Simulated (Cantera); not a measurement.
What does this Cantera script print?

```python
import numpy as np
import cantera as ct

gas = ct.Solution("gri30.yaml")
gas.TPX = 1775, 2800000, {'CH4': 1, 'O2': 5.56, 'N2': 20.9}
reactor = ct.IdealGasReactor(gas, energy="on", clone=False)
net = ct.ReactorNet([reactor])
net.rtol, net.atol = 1e-08, 1e-16
show = ['CH4', 'O2', 'CH2O', 'H2O', 'HO2']
times = np.geomspace(2e-06, 6, 16)

steps = ct.SolutionArray(gas, extra=["t"])
rows = []
print(f"{'t/s':>10s}{'T/K':>9s}{'P/Pa':>11s}" + "".join(f"{s:>11s}" for s in show))
for t in times:
    while net.time < t:
        t_next = net.step()
        steps.append(gas.state, t=t_next)
    rows.append([np.interp(t, steps.t, y) for y in (steps.T, steps.P, *steps(*show).X.T)])
    print(f"{t:10.3e}{rows[-1][0]:9.1f}{rows[-1][1]:11.4g}" + "".join(f"{x:11.3e}" for x in rows[-1][2:]))
rate = np.gradient(steps.T, steps.t)
print("integrator steps:", len(steps.t))
if steps.T.max() > steps.T[0] + 200:
    print(f"time of steepest temperature rise: {steps.t[rate.argmax()]:.4e} s")
gas.TPX = 1775, 2800000, {'CH4': 1, 'O2': 5.56, 'N2': 20.9}
gas.equilibrate("UV")
print(f"equilibrium (UV): T = {gas.T:.1f} K  " + "  ".join(f"{s} {gas[s].X[0]:.3e}" for s in show))
```

It prints:

```
       t/s      T/K       P/Pa        CH4         O2       CH2O        H2O        HO2
 2.000e-06   1775.2  2.801e+06  3.605e-02  2.023e-01  1.093e-04  2.065e-04  2.874e-05
 5.406e-06   1815.6  2.868e+06  3.012e-02  1.973e-01  1.765e-03  5.588e-03  2.420e-04
 1.461e-05   2676.8  4.238e+06  7.169e-15  1.273e-01  9.277e-12  6.860e-02  3.188e-05
 3.949e-05   2674.4  4.234e+06  1.694e-17  1.267e-01  8.804e-12  6.863e-02  3.159e-05
 1.067e-04   2667.9  4.223e+06  2.538e-18  1.254e-01  8.412e-12  6.872e-02  3.088e-05
 2.884e-04   2654.6  4.201e+06  2.203e-18  1.227e-01  7.660e-12  6.888e-02  2.947e-05
 7.796e-04   2637.1  4.173e+06  1.818e-18  1.192e-01  6.762e-12  6.909e-02  2.768e-05
 2.107e-03   2628.1  4.158e+06  1.644e-18  1.174e-01  6.338e-12  6.920e-02  2.679e-05
 5.695e-03   2627.4  4.157e+06  1.631e-18  1.173e-01  6.307e-12  6.920e-02  2.673e-05
 1.539e-02   2627.4  4.157e+06  1.631e-18  1.173e-01  6.307e-12  6.920e-02  2.673e-05
 4.160e-02   2627.4  4.157e+06  1.631e-18  1.173e-01  6.307e-12  6.920e-02  2.673e-05
 1.124e-01   2627.4  4.157e+06  1.631e-18  1.173e-01  6.307e-12  6.920e-02  2.673e-05
 3.039e-01   2627.4  4.157e+06  1.631e-18  1.173e-01  6.307e-12  6.920e-02  2.673e-05
 8.214e-01   2627.4  4.157e+06  1.631e-18  1.173e-01  6.307e-12  6.920e-02  2.673e-05
 2.220e+00   2627.4  4.157e+06  1.631e-18  1.173e-01  6.307e-12  6.920e-02  2.673e-05
 6.000e+00   2627.4  4.157e+06  1.631e-18  1.173e-01  6.307e-12  6.920e-02  2.673e-05
integrator steps: 1683
time of steepest temperature rise: 7.4194e-06 s
equilibrium (UV): T = 2627.4 K  CH4 2.360e-18  O2 1.173e-01  CH2O 6.307e-12  H2O 6.920e-02  HO2 2.673e-05
```

Model: GRI-Mech 3.0 (53 species, 325 reactions), integrated in Cantera. The pressure lies above the range GRI-Mech 3.0 was tuned for (to about 10 atm).
